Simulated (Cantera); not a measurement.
Charge: 1 mol Si, 5.1 mol Cl₂, at 1700 K and 0.683 Torr.

Cantera equilibrium calculation (NASA polynomials, part measured and part estimated; ideal gas, pure solids and liquids). Candidate condensed phases: Si; 9 gas species. The tables' values for SiCl₃ are old estimates; treat these amounts as uncertain. Equilibrium is a limit: real reactors are often held back by kinetics, nucleation or transport.

Base state: Cl 0.843, SiCl₄ 0.125, Cl₂ 0.0175, SiCl₃ 0.0118, SiCl₂ 0.00219 (mole fractions); condensed: gas only.

Problem. What changes in the equilibrium state with this change: temperature from 1700 K to 623.15 K?

Solution. 
| species | before | after |
|---|---|---|
| Cl₂ | 0.0175 | 0.756 |
| SiCl₄ | 0.125 | 0.244 |
| Cl | 0.843 | 1.41e-6 |
| SiCl₃ | 0.0118 | <1e-9 |
| SiCl₂ | 0.00219 | <1e-9 |

Problem. What changes in the equilibrium state with this change: temperature from 1700 K to 1225 K?

Solution. 
```tsv
species	before	after
Cl₂	0.0175	0.617
SiCl₄	0.125	0.225
Cl	0.843	0.159
SiCl₃	0.0118	2.38e-6
SiCl₂	0.00219	<1e-9
```

Problem. What changes in the equilibrium state with this change: 0.29 mol CH₄ added?

Solution. 
```tsv
species	before	after
Cl	0.843	0.691
HCl	0	0.160
SiCl₄	0.125	0.121
Cl₂	0.0175	0.0118
SiCl₃	0.0118	0.0139
SiCl₂	0.00219	0.00314
C(graphite), mol	0	0.290
```
Further candidate phases: C, C₆H₆, C₇H₈, C₈H₁₈, SiC.
